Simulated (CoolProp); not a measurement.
R22 along the isobar 0.883 MPa: Z from the reference equation and from simpler models built on Tc = 369.3 K, pc = 4.990 MPa, ω = 0.221; each cubic takes its own stable root.

Model: reference Helmholtz-energy equation of state, Kamei 1995, in CoolProp.

| T (K) | phase | reference |
|---|---|---|
| 127.7 | liquid | 0.04253 |
| 142.5 | liquid | 0.03900 |
| 157.3 | liquid | 0.03617 |
| 172.1 | liquid | 0.03387 |
| 186.9 | liquid | 0.03198 |
| 201.7 | liquid | 0.03042 |
| 216.5 | liquid | 0.02913 |
| 231.2 | liquid | 0.02808 |
| 246 | liquid | 0.02724 |
| 260.8 | liquid | 0.02659 |
| 275.6 | liquid | 0.02614 |
| 290.4 | liquid | 0.02591 |

**Question.** How far does each simpler model (Redlich-Kwong, Soave-Redlich-Kwong, Peng-Robinson) lie from the reference over these 12 states: mean and median of the absolute difference, and the worst?

**Answer.** 
- Redlich-Kwong: mean 283.0 %, median 13.3 %, worst +3248.1 % at 290.4 K and 0.883 MPa
- Soave-Redlich-Kwong: mean 11.2 %, median 11.0 %, worst +13.5 % at 127.7 K and 0.883 MPa
- Peng-Robinson: mean 1.6 %, median 1.7 %, worst -2.5 % at 246 K and 0.883 MPa

At some of these states Redlich-Kwong gives the other phase, because its saturation line lies elsewhere.
